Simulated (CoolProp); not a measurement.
p-xylene at 296 K and 0.79 MPa is throttled through a valve to 0.398 MPa with no heat exchange. Each further row changes one setting.

The numbers come from the reference Helmholtz-energy equation of state, Zhou 2012 in CoolProp.

```json
[
 {"case": "as stated", "temperature change (K)": "…", "final density (kg/m³)": "859"},
 {"case": "outlet pressure 0.119 MPa", "temperature change (K)": "…", "final density (kg/m³)": "…"},
 {"case": "outlet pressure 0.517 MPa", "temperature change (K)": "…", "final density (kg/m³)": "859"}
]
```

Problem. What belongs in the gaps?

Solution. 
- as stated, temperature change (K): +0.2
- outlet pressure 0.119 MPa, temperature change (K): +0.3
- outlet pressure 0.119 MPa, final density (kg/m³): 858
- outlet pressure 0.517 MPa, temperature change (K): +0.1
